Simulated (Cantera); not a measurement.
A perfectly stirred reactor is fed with CH4 : N2 = 1 : 14 (molar parts), at 743 Torr; it is held at 1850 K, and followed from long to short residence time.

Detailed kinetics in Cantera: GRI-Mech 3.0 (53 species, 325 reactions). GRI-Mech 3.0 stops at C3 and has no aromatics, soot or wall deposition, so with more carbon than oxygen in the feed, carbon stays in small species such as C2H2 where larger ones or solid carbon would form.

What does this change do: N2 14 to 60 parts?


```json
[
 {"quantity": "x(CH4) at τ = 2.00 s", "before": "0.00138", "after": "0.000340"},
 {"quantity": "x(C2H4) at τ = 2.00 s", "before": "4.78e-5", "after": "3.73e-6"},
 {"quantity": "x(CH2) at τ = 2.00 s", "before": "1.00e-7", "after": "9.33e-8"},
 {"quantity": "x(C2H6) at τ = 2.00 s", "before": "1.49e-7", "after": "3.84e-8"},
 {"quantity": "x(C2H) at τ = 2.00 s", "before": "5.79e-7", "after": "2.88e-7"},
 {"quantity": "x(CH4) at τ = 20.0 ms", "before": "0.0135", "after": "0.00347"},
 {"quantity": "x(C2H4) at τ = 20.0 ms", "before": "0.000215", "after": "7.21e-5"},
 {"quantity": "x(CH2) at τ = 20.0 ms", "before": "7.68e-7", "after": "6.97e-7"},
 {"quantity": "x(C2H6) at τ = 20.0 ms", "before": "1.28e-5", "after": "3.39e-6"},
 {"quantity": "x(C2H) at τ = 20.0 ms", "before": "4.40e-7", "after": "2.19e-7"}
]
```

What does this change do: temperature 1850 to 1223 K?


```json
[
 {"quantity": "x(CH4) at τ = 2.00 s", "before": "0.00138", "after": "0.0666"},
 {"quantity": "x(C2H4) at τ = 2.00 s", "before": "4.78e-5", "after": "1.18e-5"},
 {"quantity": "x(CH2) at τ = 2.00 s", "before": "1.00e-7", "after": "<1e-12"},
 {"quantity": "x(C2H6) at τ = 2.00 s", "before": "1.49e-7", "after": "2.25e-5"},
 {"quantity": "x(C2H) at τ = 2.00 s", "before": "5.79e-7", "after": "<1e-12"},
 {"quantity": "x(CH4) at τ = 20.0 ms", "before": "0.0135", "after": "0.0667"},
 {"quantity": "x(C2H4) at τ = 20.0 ms", "before": "0.000215", "after": "5.16e-9"},
 {"quantity": "x(CH2) at τ = 20.0 ms", "before": "7.68e-7", "after": "<1e-12"},
 {"quantity": "x(C2H6) at τ = 20.0 ms", "before": "1.28e-5", "after": "1.36e-7"},
 {"quantity": "x(C2H) at τ = 20.0 ms", "before": "4.40e-7", "after": "<1e-12"}
]
```
